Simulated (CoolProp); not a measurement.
Isobutane along the isotherm 467.5 K: fugacity coefficient from the reference equation and from simpler models built on Tc = 407.8 K, pc = 3.629 MPa, ω = 0.184; each cubic takes its own stable root.

Values from CoolProp's reference Helmholtz-energy equation of state, Bücker 2006.

```
p (MPa)          phase  reference
-------  -------------  ---------
0.0574             gas     0.9966
0.0842             gas     0.9950
0.124              gas     0.9926
0.181              gas     0.9893
0.266              gas     0.9842
0.391              gas     0.9769
0.574              gas     0.9662
0.842              gas     0.9505
1.24               gas     0.9276
1.81               gas     0.8952
2.66               gas     0.8478
3.91     supercritical     0.7802
5.74     supercritical     0.6860
8.42     supercritical     0.5701
12.4     supercritical     0.4693
18.1     supercritical     0.4045
```

Task: How far does each simpler model (van der Waals, Redlich-Kwong, Soave-Redlich-Kwong, Peng-Robinson) lie from the reference over these 16 states: mean and median of the absolute difference, and the worst?

Result: 
- van der Waals: mean 0.7 %, median 0.1 %, worst +5.6 % at 467.5 K and 18.1 MPa
- Redlich-Kwong: mean 0.6 %, median 0.3 %, worst -2.1 % at 467.5 K and 8.42 MPa
- Soave-Redlich-Kwong: mean 1.1 %, median 0.0 %, worst +7.5 % at 467.5 K and 18.1 MPa
- Peng-Robinson: mean 1.3 %, median 0.9 %, worst -3.4 % at 467.5 K and 5.74 MPa
